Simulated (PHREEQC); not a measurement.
Hard or scaling water: speciation

A solution holds 0.0012 mol Ca(HCO3)2, 0.33 mol Na2SO4 and 0.011 mol KCl per kg of water, at 20 °C. Closed to the air; pH follows from the charge balance.

Model: Pitzer model, pitzer.dat, run in PHREEQC.

| Property | Result |
|---|---|
| pH | 7.88 |
| ionic strength | 1.00 mol/kgw |
| activity of water | 0.987 |
| density | 1.040 g/cm³ |
| osmotic coefficient | 0.714 |
| total alkalinity | 2.40 meq/kg |

| species | molality | activity | log γ |
|---|---|---|---|
| Na+ | 0.660 | 0.360 | -0.263 |
| SO4-2 | 0.330 | 0.0321 | -1.012 |
| Cl- | 0.0110 | 0.00662 | -0.220 |
| K+ | 0.0110 | 0.00568 | -0.287 |
| HCO3- | 0.00233 | 0.00129 | -0.257 |
| Ca+2 | 0.00120 | 8.50e-5 | -1.150 |
| CO2 | 3.44e-5 | 4.04e-5 | 0.069 |
| CO3-2 | 3.36e-5 | 4.05e-6 | -0.919 |
| OH- | 8.75e-7 | 5.15e-7 | -0.230 |
| HSO4- | 5.86e-8 | 3.49e-8 | -0.224 |
| H+ | 2.70e-8 | 1.31e-8 | -0.313 |

No solid was allowed to form. Species that the database lacks are ignored. In brines, pH and single-ion activities rest on the MacInnes convention.
